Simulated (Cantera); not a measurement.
A perfectly stirred reactor is fed with H₂ : O₂ : N₂ = 0.69 : 0.694 : 2.61 (molar parts), at 3.36 atm; it is adiabatic with a 523 K inlet, and is followed from long to short residence time, starting on the burning branch (τ in s: 0.022, 0.01, 0.0045, 0.002, 0.0009, 0.0004, 0.00018, 8.1e-05, 3.6e-05, 1.6e-05).

Computed with Cantera and GRI-Mech 3.0 (53 species, 325 reactions). The hydrogen kinetics of GRI-Mech 3.0 are dated; newer H2 mechanisms differ, most at raised pressure.

x: mole fraction; the columns are a selection and need not sum to one.

```csv
τ (s),T (K),x H₂,x O₂,x NO₂,x NO,x N₂O,x O
0.022,1822,0.000141,0.0953,5.62e-8,1.30e-5,8.63e-7,9.36e-5
0.010,1820,0.000234,0.0952,5.59e-8,1.19e-5,1.19e-6,0.000151
0.0045,1816,0.000393,0.0951,5.44e-8,1.13e-5,1.51e-6,0.000251
0.0020,1810,0.000668,0.0950,[?],1.05e-5,1.70e-6,0.000426
0.00090,1802,0.00112,0.0949,[?],9.44e-6,1.67e-6,0.000719
0.00040,1787,0.00190,0.0948,[?],8.66e-6,1.48e-6,0.00121
0.00018,1765,0.00316,0.0947,[?],8.62e-6,1.22e-6,0.00198
8.1e-5,1730,0.00524,0.0949,[?],9.35e-6,9.65e-7,0.00312
3.6e-5,1675,0.00879,0.0958,[?],1.02e-5,7.23e-7,0.00463
1.6e-5,1590,0.0155,0.0985,[?],9.50e-6,4.95e-7,0.00606
```

**Question.** What belongs in the gaps?

**Answer.** 
- 0.0020, x NO₂: 4.82e-8
- 0.00090, x NO₂: 3.88e-8
- 0.00040, x NO₂: 3.02e-8
- 0.00018, x NO₂: 2.46e-8
- 8.1e-5, x NO₂: 2.16e-8
- 3.6e-5, x NO₂: 1.90e-8
- 1.6e-5, x NO₂: 1.45e-8
